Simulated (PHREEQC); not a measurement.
Na2CO3 is added in steps, without added water, to 1 kg of water holding 0.0025 mol/kgw CdBr2, 0.019 mol/kgw KOH and 0.00045 mol/kgw TMAH, at 25 °C. Oxygen is held at 0.21 atm. CO2 is held at log p = -3.4 (atm). Only these solids could form: Cd(OH)2, Otavite.

Base run: PHREEQC, ion-association model, phreeqc.dat. Each further column changes one thing. The table gives Cd in solution (mol/kgw).

```json
[
 {"Na2CO3 added (mol)": "0", "base": "6.46e-9", "Debye-Hückel limiting law": "7.05e-9", "database wateq4f.dat": "6.46e-9", "Davies equation for every ion": "6.46e-9", "metal-ligand complexes left out": "1.90e-9"},
 {"Na2CO3 added (mol)": "0.0018", "base": "7.01e-9", "Debye-Hückel limiting law": "7.61e-9", "database wateq4f.dat": "7.02e-9", "Davies equation for every ion": "6.98e-9", "metal-ligand complexes left out": "[?]"},
 {"Na2CO3 added (mol)": "0.0036", "base": "7.97e-9", "Debye-Hückel limiting law": "8.61e-9", "database wateq4f.dat": "7.98e-9", "Davies equation for every ion": "7.91e-9", "metal-ligand complexes left out": "1.15e-9"},
 {"Na2CO3 added (mol)": "0.0054", "base": "9.17e-9", "Debye-Hückel limiting law": "9.87e-9", "database wateq4f.dat": "9.17e-9", "Davies equation for every ion": "9.06e-9", "metal-ligand complexes left out": "9.70e-10"},
 {"Na2CO3 added (mol)": "0.0066", "base": "1.00e-8", "Debye-Hückel limiting law": "1.08e-8", "database wateq4f.dat": "1.01e-8", "Davies equation for every ion": "9.91e-9", "metal-ligand complexes left out": "[?]"},
 {"Na2CO3 added (mol)": "0.0084", "base": "1.15e-8", "Debye-Hückel limiting law": "1.23e-8", "database wateq4f.dat": "1.15e-8", "Davies equation for every ion": "1.13e-8", "metal-ligand complexes left out": "[?]"},
 {"Na2CO3 added (mol)": "0.0102", "base": "1.29e-8", "Debye-Hückel limiting law": "1.40e-8", "database wateq4f.dat": "1.29e-8", "Davies equation for every ion": "1.27e-8", "metal-ligand complexes left out": "6.98e-10"},
 {"Na2CO3 added (mol)": "0.012", "base": "1.45e-8", "Debye-Hückel limiting law": "1.57e-8", "database wateq4f.dat": "1.45e-8", "Davies equation for every ion": "1.42e-8", "metal-ligand complexes left out": "[?]"}
]
```

Task: What belongs in the gaps?

Result: 
- 0.0018, metal-ligand complexes left out: 1.43e-9
- 0.0066, metal-ligand complexes left out: 8.81e-10
- 0.0084, metal-ligand complexes left out: 7.77e-10
- 0.012, metal-ligand complexes left out: 6.36e-10

(CH3)4N+ isn't in the database: it is added as a free cation with an ion size of 4 Å. The database's cadmium carbonate complexes are estimates of doubtful size. phreeqc.dat and wateq4f.dat share most of their constants, so their agreement is no independent check. Solids allowed in the column 'database wateq4f.dat': Cd(OH)2, Otavite, Nahcolite, Natron.
